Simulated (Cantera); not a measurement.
Charge: 1 mol Si3N4, 0.015 mol H2O, 200 mol N2, at 1475 °C and 18.0 Pa.

Cantera equilibrium calculation (NASA polynomials, part measured and part estimated; ideal gas, pure solids and liquids). Candidate condensed phases: H2O, Si, SiO2, Si2N2O, Si3N4; 35 gas species. The tables' values for SiN are old estimates; treat these amounts as uncertain. Kinetics and transport are ignored.

**Question.** What is the equilibrium state?

**Answer.** 
- x(N2) = 0.991
- x(Si) = 0.00810
- x(Si2N) = 9.57e-5
- x(H) = 9.04e-5
- x(SiO) = 7.36e-5
- x(SiN) = 5.61e-5
- x(Si2) = 4.17e-5
- x(H2) = 2.81e-5
- x(Si3) = 1.02e-5
- n(Si(l)) = 1.26 mol
- gas amount = 203.7 mol
